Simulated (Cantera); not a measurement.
**Premixed flame**

A freely propagating, adiabatic, planar premixed flame of C2H6 : O2 : N2 : H2O = 1 : 2.5 : 9.4 : 0.42 (molar parts), unburnt at 475 K and 9.87 atm; mixture-averaged transport, grid criteria slope 0.08 and curve 0.16, no radiation.

Computed with Cantera and GRI-Mech 3.0 (53 species, 325 reactions). Burning velocities carry a grid error of a few per cent, more on coarse grids.

```json
[
 {"z (mm)": "-0.259", "T (K)": "476", "u (m/s)": "0.266", "x C2H6": "0.0749", "x O2": "0.187", "x H2O": "0.0315", "x NO": "<1e-8", "x HCN": "<1e-8", "x CH2O": "1.91e-7"},
 {"z (mm)": "-0.173", "T (K)": "481", "u (m/s)": "0.271", "x C2H6": "0.0745", "x O2": "0.186", "x H2O": "0.0323", "x NO": "<1e-8", "x HCN": "<1e-8", "x CH2O": "3.27e-6"},
 {"z (mm)": "-0.130", "T (K)": "500", "u (m/s)": "0.283", "x C2H6": "0.0737", "x O2": "0.183", "x H2O": "0.0351", "x NO": "<1e-8", "x HCN": "4.02e-8", "x CH2O": "1.86e-5"},
 {"z (mm)": "-0.0865", "T (K)": "609", "u (m/s)": "0.350", "x C2H6": "0.0699", "x O2": "0.171", "x H2O": "0.0486", "x NO": "2.11e-8", "x HCN": "3.40e-7", "x CH2O": "0.000155"},
 {"z (mm)": "-0.0432", "T (K)": "1031", "u (m/s)": "0.612", "x C2H6": "0.0478", "x O2": "0.125", "x H2O": "0.0943", "x NO": "4.48e-7", "x HCN": "2.25e-6", "x CH2O": "0.00102"},
 {"z (mm)": "-0.0216", "T (K)": "1409", "u (m/s)": "0.858", "x C2H6": "0.0203", "x O2": "0.0791", "x H2O": "0.132", "x NO": "1.94e-6", "x HCN": "4.68e-6", "x CH2O": "0.00176"},
 {"z (mm)": "0", "T (K)": "1771", "u (m/s)": "1.10", "x C2H6": "0.00162", "x O2": "0.0350", "x H2O": "0.166", "x NO": "4.11e-6", "x HCN": "8.76e-6", "x CH2O": "0.000633"},
 {"z (mm)": "0.0216", "T (K)": "1965", "u (m/s)": "1.22", "x C2H6": "4.50e-5", "x O2": "0.0131", "x H2O": "0.181", "x NO": "7.06e-6", "x HCN": "1.43e-5", "x CH2O": "0.000142"},
 {"z (mm)": "0.0432", "T (K)": "2044", "u (m/s)": "1.27", "x C2H6": "8.77e-6", "x O2": "0.00520", "x H2O": "0.185", "x NO": "9.79e-6", "x HCN": "1.82e-5", "x CH2O": "6.08e-5"},
 {"z (mm)": "0.0865", "T (K)": "2093", "u (m/s)": "1.30", "x C2H6": "1.79e-6", "x O2": "0.00119", "x H2O": "0.185", "x NO": "1.26e-5", "x HCN": "2.05e-5", "x CH2O": "2.06e-5"},
 {"z (mm)": "0.173", "T (K)": "2110", "u (m/s)": "1.31", "x C2H6": "3.91e-7", "x O2": "0.000166", "x H2O": "0.182", "x NO": "1.43e-5", "x HCN": "2.03e-5", "x CH2O": "7.21e-6"},
 {"z (mm)": "0.346", "T (K)": "2112", "u (m/s)": "1.31", "x C2H6": "1.37e-7", "x O2": "9.91e-6", "x H2O": "0.180", "x NO": "1.58e-5", "x HCN": "1.90e-5", "x CH2O": "3.73e-6"},
 {"z (mm)": "0.692", "T (K)": "2111", "u (m/s)": "1.31", "x C2H6": "5.07e-8", "x O2": "5.57e-7", "x H2O": "0.179", "x NO": "1.88e-5", "x HCN": "1.63e-5", "x CH2O": "2.14e-6"}
]
```
x: mole fraction of selected species; z is measured from the peak of heat release.

```json
{
  "laminar_burning_velocity": "26.5 cm/s",
  "thermal_thickness": "0.0865 mm",
  "peak x(HCN)": "2.06e-5",
  "peak x(CH2O)": "0.00176",
  "grid_points": "150"
}
```
